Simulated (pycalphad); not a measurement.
Computed with pycalphad from the COST 507 light-alloy database (1999), at 1 atm. The database dates from 1999; later assessments differ in places, in temperatures and in the compounds included. Amounts are mole fractions of atoms.

Task: Give the equilibrium state of Al-3.84Si-1.83Mn (at.%) at 850 K.

Result: 
```
T = 850.00 K, P = 101325 Pa, N = 1 mol of atoms
G = -34542 J/mol, H = 15157 J/mol, S = 58.47 J/(mol K)  (SER reference)
chemical potentials (J/mol): Al -33078, Si -23665, Mn -132795
phase             fraction      x(Al)      x(Si)      x(Mn)
FCC_A1              0.7828     0.9849     0.0148   0.000336
LIQUID              0.1146     0.8773     0.1210     0.0017
ALMNSI_ALPHA        0.1026     0.6995     0.1266     0.1739
```

Task: Give the equilibrium state of Al-3.84Si-1.83Mn (at.%) at 930 K.

Result: LIQUID, fraction 0.931, with 3.3 Si, 0.68 Mn at.%; ALMNSI_ALPHA, fraction 0.069, with 11.0 Si, 17.4 Mn at.%.

Database names, with the compositions (at.%) that they take in these runs: ALMNSI_ALPHA: Al 70-72 Mn 17 Si 11-13. FCC_A1 is fcc.
